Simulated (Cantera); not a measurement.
Feed: 1 mol MgO, 0.62 mol NF3, 0.24 mol H2, equilibrated at 16.0 Pa.

Equilibrium computed with Cantera from the NASA thermochemical tables; the gas is ideal and each condensed phase is pure. Candidate condensed phases: H2O, Mg, MgF2, MgO, Mg(OH)2; 50 gas species. Mutual solubility and eutectic melting of coexisting phases are not modelled. The numbers say what is thermodynamically allowed, not how fast it happens.

Problem. Which condensed phases are stable at each of these points (T (K)): 1073, 1148, 1223, 1298, 1373, 1448, 1523, 1598, 1673, 1748?

Solution. 
```tsv
T (K)	condensed phases	Mg condensed (%)
1073	MgF2(s) + MgO(s)	100.0
1148	MgF2(s) + MgO(s)	100.0
1223	MgF2(s) + MgO(s)	100.0
1298	MgF2(s) + MgO(s)	99.6
1373	MgF2(s) + MgO(s)	97.5
1448	MgF2(s) + MgO(s)	84.7
1523	MgO(s)	31.0
1598	MgO(s)	30.9
1673	MgO(s)	30.9
1748	MgO(s)	30.8
```

From 1073 K to 1448 K the condensed part is MgF2(s) + MgO(s). From 1523 K to 1748 K the condensed part is MgO(s).
